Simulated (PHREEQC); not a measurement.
Dissolve 0.0053 mol/kgw NaHSO4, 0.00013 mol/kgw NaOH and 0.00026 mol/kgw KCl at 35 °C. Closed to the air; pH follows from the charge balance.

Model: ion-association model, wateq4f.dat, run in PHREEQC.

This is a speciation only: nothing precipitates in the calculation.

Q: Predict the pH.

A: pH 2.45.

Q: In which forms is S present?

A: SO4-2 75 %, HSO4- 23 %, NaSO4- 1.3 % of the S.
